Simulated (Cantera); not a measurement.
A perfectly stirred reactor is fed with C2H6 : N2 = 1 : 120 (molar parts), at 1.00 atm; it is held at 1848 K, and followed from long to short residence time.

Detailed kinetics in Cantera: GRI-Mech 3.0 (53 species, 325 reactions). GRI-Mech 3.0 stops at C3 and has no aromatics, soot or wall deposition, so with more carbon than oxygen in the feed, carbon stays in small species such as C2H2 where larger ones or solid carbon would form.

Task: What does this change do: C2H6 1 to 0.2 parts?

Result: 
```json
[
 {"quantity": "x(C2H6) at τ = 16.0 s", "before": "1.23e-8", "after": "2.41e-9"},
 {"quantity": "x(C2H) at τ = 16.0 s", "before": "3.45e-7", "after": "1.09e-7"},
 {"quantity": "x(CH2) at τ = 16.0 s", "before": "3.55e-8", "after": "2.63e-8"},
 {"quantity": "x(H2) at τ = 16.0 s", "before": "0.0161", "after": "0.00328"},
 {"quantity": "x(C2H4) at τ = 16.0 s", "before": "2.18e-6", "after": "8.47e-8"},
 {"quantity": "x(C2H6) at τ = 83.0 ms", "before": "2.18e-6", "after": "4.82e-7"},
 {"quantity": "x(C2H) at τ = 83.0 ms", "before": "4.74e-7", "after": "1.99e-7"},
 {"quantity": "x(CH2) at τ = 83.0 ms", "before": "5.76e-7", "after": "4.60e-7"},
 {"quantity": "x(H2) at τ = 83.0 ms", "before": "0.0149", "after": "0.00302"},
 {"quantity": "x(C2H4) at τ = 83.0 ms", "before": "1.76e-5", "after": "5.24e-6"}
]
```

Task: What does this change do: temperature 1848 to 1175 K?

Result: 
| quantity | before | after |
|---|---|---|
| x(C2H6) at τ = 16.0 s | 1.23e-8 | 7.32e-5 |
| x(C2H) at τ = 16.0 s | 3.45e-7 | 1.41e-11 |
| x(CH2) at τ = 16.0 s | 3.55e-8 | 3.84e-12 |
| x(H2) at τ = 16.0 s | 0.0161 | 0.0124 |
| x(C2H4) at τ = 16.0 s | 2.18e-6 | 0.00178 |
| x(C2H6) at τ = 83.0 ms | 2.18e-6 | 0.00272 |
| x(C2H) at τ = 83.0 ms | 4.74e-7 | 1.69e-11 |
| x(CH2) at τ = 83.0 ms | 5.76e-7 | 1.39e-10 |
| x(H2) at τ = 83.0 ms | 0.0149 | 0.00596 |
| x(C2H4) at τ = 83.0 ms | 1.76e-5 | 0.00428 |
